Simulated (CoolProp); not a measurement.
Values from CoolProp's reference Helmholtz-energy equation of state, Leachman 2009.

Q: Give the vapour pressure (kPa), vapour density (kg/m³), liquid viscosity (µPa s), vapour viscosity (µPa s) of saturated normal hydrogen at -247.35 °C.

A: 
```csv
T (°C),p (kPa),vapour density (kg/m³),liquid viscosity (µPa s),vapour viscosity (µPa s)
-247.35,379,4.58,8.92,1.33
```

Viscosity comes from a separate model (Muzny 2013).
